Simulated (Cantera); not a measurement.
An isothermal plug-flow reactor at 1150 K and 2.70 bar (inlet), inlet velocity 2.9 m/s, active area per volume 1200 1/m; feed CH₄ : O₂ : N₂ = 0.0038 : 0.1 : 0.79 (molar parts).

Model: Deutschmann's 1995 Pt surface mechanism with GRI-Mech 3.0 gas chemistry, integrated in Cantera. Catalytic surfaces can have several steady states; this one follows from the mechanism file's or the stated starting coverage. Mass transfer to the wall is taken as infinitely fast.

Q: What does this change do: CH4 0.0038 to 0.0068 parts?

A: 
```json
[
 {"quantity": "x(CH₄) at z = 0.014 m", "before": "0.00140", "after": "0.00246"},
 {"quantity": "x(O₂) at z = 0.014 m", "before": "0.106", "after": "0.101"},
 {"quantity": "x(H₂O) at z = 0.014 m", "before": "0.00560", "after": "0.0101"},
 {"quantity": "x(CO₂) at z = 0.014 m", "before": "0.00277", "after": "0.00499"},
 {"quantity": "x(CO) at z = 0.014 m", "before": "1.38e-6", "after": "2.43e-6"},
 {"quantity": "θ(free Pt) at the exit", "before": "0.295", "after": "0.298"},
 {"quantity": "θ(O*) at the exit", "before": "0.704", "after": "0.700"},
 {"quantity": "θ(OH*) at the exit", "before": "0.00160", "after": "0.00214"}
]
```
